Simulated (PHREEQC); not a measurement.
Consider water at 5.8 °C with 0.023 mol HCl, 0.00054 mol Li2SO4 and 0.00017 mol MnSO4 per kg of water. Closed to the air; pH follows from the charge balance.

Equilibrium calculation in PHREEQC: ion-association model, phreeqc.dat.

This is a speciation only: nothing precipitates in the calculation.

Q: Order these Mn species by the share of Mn that they hold, largest first: MnCl+, Mn+2, MnSO4.

A: Mn+2 (94 %), MnCl+ (5.0 %), MnSO4 (1.4 %)

Q: Order these S species by the share of S that they hold, largest first: MnSO4, SO4-2, LiSO4-, HSO4-.

A: SO4-2 (53 %), HSO4- (46 %), MnSO4 (0.33 %), LiSO4- (0.14 %)

The pH is 1.70 and the ionic strength 0.0246 mol/kgw. At this temperature some constants are extrapolated from 25 °C, and those without enthalpy data are left unchanged.
